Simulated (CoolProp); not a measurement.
Vapour-liquid equilibrium of R143a (1) + n-butane (2) at 0.0469 MPa; x and y are mole fractions of (1).

Computed with CoolProp (multi-fluid Helmholtz-energy mixture model, Lemmon and Jacobsen 2000 and Bücker 2006; pair parameters Bell 2016).

Task: Give the bubble temperature and the first vapour's composition at x = 0.275, 0.65, 0.725. Is there an azeotrope?

Result: x = 0.275: -59.2 °C, y = 0.901; x = 0.65: -60.2 °C, y = 0.912; x = 0.725: -60.5 °C, y = 0.917. No azeotrope shows between x = 0.05 and 0.95.

The pair parameters rest on a limited set of measurements; away from them the model extrapolates. With so large a gap from Raoult's law the liquid may split in two, which this calculation doesn't test in full.
